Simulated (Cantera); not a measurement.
A closed system holds: 1 mol Fe(CO)5, 4.6 mol H2, 5.6 mol N2, equilibrated at 0.100 bar.

Points: T (K) = 1125, 1175, 1225, 1275, 1325, 1375, 1425, 1475, 1525, 1575.

Cantera's Mixture.equilibrate('TP', solver="vcs", rtol=1e-11, max_steps=5000) on the NASA tables stopped like this:

```
T = 1125 K  P = 10000 Pa  gas = 15.18 mol
   x: N2 3.690e-01  CO 3.276e-01  H2 3.019e-01  H2O 6.360e-04  CO2 6.273e-04  CH4 2.630e-04
   condensed (mol): C(gr) 0.01502  Fe(a) 1
T = 1175 K  P = 10000 Pa  gas = 15.19 mol
   x: N2 3.687e-01  CO 3.283e-01  H2 3.022e-01  H2O 3.439e-04  CO2 2.919e-04  CH4 1.749e-04
   condensed (mol): C(gr) 0.006713  Fe(a) 1
ERROR: FAILURE its = 5001!

*******************************************************************************
CanteraError thrown by MultiPhase::equilibrate:
VCS solver failed. Return code: -1
*******************************************************************************
```

What got this run through?

One answer among several that fit: The failure is numerical, not chemical. The same input converged with solver="gibbs", rtol=1e-10, max_steps=50000, and the result passed a check of the equilibrium conditions:
```
T = 1125 K  P = 10000 Pa  gas = 15.18 mol
   x: N2 3.690e-01  CO 3.276e-01  H2 3.019e-01  H2O 6.360e-04  CO2 6.273e-04  CH4 2.630e-04
   condensed (mol): C(gr) 0.01502  Fe(a) 1
T = 1175 K  P = 10000 Pa  gas = 15.19 mol
   x: N2 3.687e-01  CO 3.283e-01  H2 3.022e-01  H2O 3.439e-04  CO2 2.919e-04  CH4 1.749e-04
   condensed (mol): C(gr) 0.006713  Fe(a) 1
T = 1225 K  P = 10000 Pa  gas = 15.19 mol
   x: N2 3.686e-01  CO 3.286e-01  H2 3.023e-01  H2O 1.953e-04  CO2 1.446e-04  CH4 1.200e-04
   condensed (mol): C(gr) 0.00284  Fe(c) 1
T = 1275 K  P = 10000 Pa  gas = 15.2 mol
   x: N2 3.685e-01  CO 3.288e-01  H2 3.024e-01  H2O 1.159e-04
   condensed (mol): C(gr) 0.000789  Fe(c) 1
T = 1325 K  P = 10000 Pa  gas = 15.2 mol
   x: N2 3.684e-01  CO 3.288e-01  H2 3.025e-01
   condensed (mol): Fe(c) 1
T = 1375 K  P = 10000 Pa  gas = 15.2 mol
   x: N2 3.684e-01  CO 3.288e-01  H2 3.025e-01
   condensed (mol): Fe(c) 1
T = 1425 K  P = 10000 Pa  gas = 15.2 mol
   x: N2 3.684e-01  CO 3.288e-01  H2 3.025e-01
   condensed (mol): Fe(c) 1
T = 1475 K  P = 10000 Pa  gas = 15.2 mol
   x: N2 3.684e-01  CO 3.289e-01  H2 3.025e-01
   condensed (mol): Fe(c) 1
T = 1525 K  P = 10000 Pa  gas = 15.2 mol
   x: N2 3.684e-01  CO 3.289e-01  H2 3.025e-01
   condensed (mol): Fe(c) 1
T = 1575 K  P = 10000 Pa  gas = 15.2 mol
   x: N2 3.684e-01  CO 3.288e-01  H2 3.025e-01
   condensed (mol): Fe(c) 0.9999
```

The gas is ideal and each condensed phase is pure. Condensed phases not in the tables: cementite and carbon dissolved in iron.
